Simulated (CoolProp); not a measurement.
Vapour pressure (kPa) of tetrahydrofuran: the reference equation beside estimates from Tc = 540.2 K, pc = 5304 kPa, ω = 0.234. Clausius-Clapeyron is anchored at 369.8 K with a constant enthalpy of vaporisation of 28.29 kJ/mol.

Model: reference Helmholtz-energy equation of state, Fiedler 2023, in CoolProp.

| T (K) | reference | Lee-Kesler | Clausius-Clapeyron | Peng-Robinson |
|---|---|---|---|---|
| 369.8 | 249.5 | 248.5 | 249.5 | 248.2 |
| 383.7 | 355.3 | 356.1 | 348.2 | 354.2 |
| 397.6 | 492.3 | 495.8 | 474.7 | 491.9 |
| 411.4 | [?] | 671.6 | 632.6 | 665.7 |
| 425.3 | 879.5 | 891.5 | 828.9 | 884.2 |
| 439.2 | 1143 | 1160 | 1068 | [?] |
| 453.1 | [?] | 1484 | 1354 | 1478 |
| 466.9 | 1837 | 1867 | 1691 | 1865 |
| 480.8 | 2285 | 2323 | 2088 | 2326 |
| 494.7 | 2813 | 2857 | 2547 | 2866 |
| 508.5 | 3427 | 3475 | 3069 | [?] |
| 522.4 | 4155 | 4200 | 3668 | 4217 |

Question: Some entries are withheld; supply them.

Answer: 
- 411.4, reference: 664.3
- 439.2, Peng-Robinson: 1153
- 453.1, reference: 1460
- 508.5, Peng-Robinson: 3490

Absolute difference from the reference over all 12 rows, mean and median: Lee-Kesler 1.2 and 1.4 %, Clausius-Clapeyron 6.5 and 6.9 %, Peng-Robinson 1.0 and 1.1 %.
